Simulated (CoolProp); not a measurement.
Properties of oxygen along the isobar 70.4 bar (Tc = -118.6 °C, pc = 50.46 bar, ω = 0.022).

The numbers come from the reference Helmholtz-energy equation of state, Schmidt 1985 in CoolProp. Above 300 K oxygen's equation is extrapolated.

```json
[
 {"T (°C)": "-139.75", "phase": "liquid", "density (kg/m³)": "(withheld)", "cv (kJ/(kg K))": "0.8263", "fugacity coefficient": "(withheld)"},
 {"T (°C)": "-107.25", "phase": "supercritical", "density (kg/m³)": "(withheld)", "cv (kJ/(kg K))": "0.9130", "fugacity coefficient": "(withheld)"},
 {"T (°C)": "-74.85", "phase": "supercritical", "density (kg/m³)": "177.4", "cv (kJ/(kg K))": "0.7243", "fugacity coefficient": "(withheld)"},
 {"T (°C)": "-42.35", "phase": "supercritical", "density (kg/m³)": "134.0", "cv (kJ/(kg K))": "0.6892", "fugacity coefficient": "0.8801"},
 {"T (°C)": "-9.85", "phase": "supercritical", "density (kg/m³)": "(withheld)", "cv (kJ/(kg K))": "0.6777", "fugacity coefficient": "0.9276"},
 {"T (°C)": "22.65", "phase": "supercritical", "density (kg/m³)": "95.38", "cv (kJ/(kg K))": "(withheld)", "fugacity coefficient": "0.9574"},
 {"T (°C)": "55.05", "phase": "supercritical", "density (kg/m³)": "84.27", "cv (kJ/(kg K))": "0.6764", "fugacity coefficient": "0.9769"},
 {"T (°C)": "87.55", "phase": "supercritical", "density (kg/m³)": "75.69", "cv (kJ/(kg K))": "0.6810", "fugacity coefficient": "0.9900"},
 {"T (°C)": "120.05", "phase": "supercritical", "density (kg/m³)": "68.84", "cv (kJ/(kg K))": "0.6876", "fugacity coefficient": "0.9990"},
 {"T (°C)": "152.55", "phase": "supercritical", "density (kg/m³)": "63.21", "cv (kJ/(kg K))": "0.6956", "fugacity coefficient": "1.005"}
]
```

Q: Complete the blanks.

A: 
- -139.75, density (kg/m³): 917.5
- -139.75, fugacity coefficient: 0.2720
- -107.25, density (kg/m³): 390.5
- -107.25, fugacity coefficient: 0.6367
- -74.85, fugacity coefficient: 0.7992
- -9.85, density (kg/m³): 110.7
- 22.65, cv (kJ/(kg K)): 0.6748
